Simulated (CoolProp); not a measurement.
A Linde-Hampson liquefier for normal hydrogen: isothermal reversible compression at 200 K from 1 atm to 15 MPa, throttling to 1 atm, return gas leaving the recuperator 10 K below the feed. Each further row changes one setting.

Values from CoolProp's reference Helmholtz-energy equation of state, Leachman 2009.

```
case                        compression work (kJ/kg of gas)
--------------------------  -------------------------------
as stated                                              4210
high pressure 30 MPa                                   4890
warm-end temperature 230 K                             4840
warm-end gap 15 K                                      4210
```
